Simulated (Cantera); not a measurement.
A closed system holds: 1 mol SiH₂Cl₂, 0.83 mol H₂O, 150 mol N₂, 1.8 mol O₃, at 1575 K and 10000 Pa.

Method: chemical equilibrium by Gibbs-energy minimisation in Cantera with the NASA 1993 tables (ideal gas, pure condensed phases). Candidate condensed phases: H₂O, NH₄Cl, Si, SiO₂, Si₂N₂O, Si₃N₄; 47 gas species. The tables hold silica as quartz up to 1696 K and as liquid above; real silica turns to tridymite and cristobalite and melts near 1996 K. Kinetics and transport are ignored.

Base state: N₂ 0.970, HCl 0.0116, O₂ 0.0104, H₂O 0.00601, Cl 0.00127, NO 0.000429, OH 3.00e-5, Cl₂ 1.81e-5 (mole fractions); condensed: SiO₂(β-quartz).

**Question.** What changes in the equilibrium state with this change: SiH₂Cl₂ replaced by TEOS?

**Answer.** 
```tsv
species	before	after
N₂	0.970	0.888
H₂	9.14e-7	0.0630
CO	0	0.0471
HCl	0.0116	0
O₂	0.0104	<1e-9
Cl	0.00127	0
NO	0.000429	1.08e-9
CO₂	0	0.000281
SiO₂(β-quartz), mol	1.00	0.999
```
The feed counts by its element totals alone. Further candidate phases: C, C₆H₆, C₇H₈, C₈H₁₈, SiC.
